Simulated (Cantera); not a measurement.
A perfectly stirred reactor is fed with 29.1 % CO, 2.56 % H₂, 11.3 % O₂, 42.5 % N₂, 14.5 % H₂O, at 14.0 bar; it is adiabatic with a 523 K inlet, and is followed from long to short residence time, starting on the burning branch (τ in s: 0.061, 0.029, 0.014, 0.0069, 0.0033, 0.0016, 0.00077, 0.00037, 0.00018, 8.7e-05, 4.2e-05, 2e-05).

Detailed kinetics in Cantera: GRI-Mech 3.0 (53 species, 325 reactions). The hydrogen kinetics of GRI-Mech 3.0 are dated; newer H2 mechanisms differ, most at raised pressure. The pressure lies above the range GRI-Mech 3.0 was tuned for (to about 10 atm).

Problem. Predict: blow-out, bracketed by the residence times tried; x(CO) at τ = 61.0 ms; x(H₂) at τ = 61.0 ms; x(O₂) at τ = 61.0 ms; x(OH) at τ = 61.0 ms; x(CO₂) at τ = 61.0 ms; x(CO) at τ = 0.770 ms; x(H₂) at τ = 0.770 ms; x(O₂) at τ = 0.770 ms; x(OH) at τ = 0.770 ms; x(CO₂) at τ = 0.770 ms.

Solution. 
```json
{
 "blow_out_bracketed_by_the_residence_times_tried": "burning at 20.0 µs, the shortest tried",
 "x(CO) at τ = 61.0 ms": "0.0897",
 "x(H₂) at τ = 61.0 ms": "0.0124",
 "x(O₂) at τ = 61.0 ms": "7.92e-5",
 "x(OH) at τ = 61.0 ms": "0.000575",
 "x(CO₂) at τ = 61.0 ms": "0.238",
 "x(CO) at τ = 0.770 ms": "0.0922",
 "x(H₂) at τ = 0.770 ms": "0.0127",
 "x(O₂) at τ = 0.770 ms": "0.00138",
 "x(OH) at τ = 0.770 ms": "0.00212",
 "x(CO₂) at τ = 0.770 ms": "0.235"
}
```
